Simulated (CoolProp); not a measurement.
Properties of propylene along the isobar 0.101 MPa.

Model: reference Helmholtz-energy equation of state, Lemmon 2013, in CoolProp.

| T (°C) | phase | density (kg/m³) | isothermal compressibility (1/MPa) | conductivity (mW/(m K)) | Prandtl number |
|---|---|---|---|---|---|
| -38.45 | gas | 2.249 | 10.23 | 11.3 | 0.793 |
| -26.25 | gas | 2.127 | 10.18 | 12.4 | 0.788 |
| -14.05 | gas | 2.018 | 10.14 | 13.4 | 0.784 |
| -1.95 | gas | 1.922 | 10.10 | 14.5 | 0.781 |
| 10.25 | gas | 1.835 | 10.07 | 15.7 | 0.778 |
| 22.45 | gas | 1.755 | 10.05 | 16.9 | ___ |
| 34.55 | gas | 1.683 | 10.03 | 18.1 | ___ |
| 46.75 | gas | 1.616 | 10.02 | 19.4 | 0.771 |
| 58.85 | gas | 1.556 | 10.00 | 20.7 | ___ |
| 71.05 | gas | 1.499 | 9.993 | 22.1 | ___ |
| 83.25 | gas | 1.446 | 9.983 | 23.5 | 0.767 |
| 95.35 | gas | 1.397 | 9.975 | 25.0 | 0.765 |
| 107.55 | gas | 1.352 | 9.968 | 26.5 | 0.764 |

**Question.** What belongs in the gaps?

**Answer.** 
- 22.45, Prandtl number: 0.775
- 34.55, Prandtl number: 0.773
- 58.85, Prandtl number: 0.770
- 71.05, Prandtl number: 0.768

Viscosity comes from a separate model (Huber 2003), an estimate that may be off by 10 % or more. Thermal conductivity comes from a separate model (Huber 2003), an estimate that may be off by 10 % or more.
